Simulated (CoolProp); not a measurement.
The numbers come from the reference Helmholtz-energy equation of state, Zhou 2011 in CoolProp.

**Question.** For dimethyl carbonate, give the phase and the density (kg/m³), cv (kJ/(kg K)), Joule-Thomson coefficient (K/MPa), isothermal compressibility (1/MPa) at 600 K and 71.5 bar; 600 K and 108 bar; 600 K and 245 bar.

**Answer.** 
- 600 K and 71.5 bar: supercritical; density 277, cv 1.90, Joule-Thomson coefficient 8.54, isothermal compressibility 0.318
- 600 K and 108 bar: supercritical; density 502, cv 1.89, Joule-Thomson coefficient 2.49, isothermal compressibility 0.0623
- 600 K and 245 bar: supercritical; density 675, cv 1.86, Joule-Thomson coefficient 0.326, isothermal compressibility 0.00930
